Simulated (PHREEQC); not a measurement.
Acid rinse or clean (model solution)

A solution holds 0.11 mol HF and 8.6e-05 mol CuSO4 per kg of water, at 57 °C. Closed to the air; pH follows from the charge balance.

Model: ion-association model, wateq4f.dat, run in PHREEQC.

Each row changes one thing in this solution. This is a speciation only: nothing precipitates in the calculation.

| case | pH | ionic strength (mol/kgw) |
|---|---|---|
| as made | 2.17 | 0.00759 |
| HF left out | 5.62 | [?] |
| CuSO4 left out | 2.17 | 0.00732 |
| CuSO4 replaced by Rb2SO4 at the same molality | 2.17 | [?] |

Problem. Fill in the missing entries.

Solution. 
- HF left out, ionic strength (mol/kgw): 0.000337
- CuSO4 replaced by Rb2SO4 at the same molality, ionic strength (mol/kgw): 0.00751

Complexes and solids missing from the database can't appear. Some of these states are supersaturated (in Tenorite (slow to form), for instance). wateq4f.dat counts part of the HF as a dimer, H2F2, which phreeqc.dat doesn't know; its constant is uncertain. At this temperature some constants are extrapolated from 25 °C, and those without enthalpy data are left unchanged.
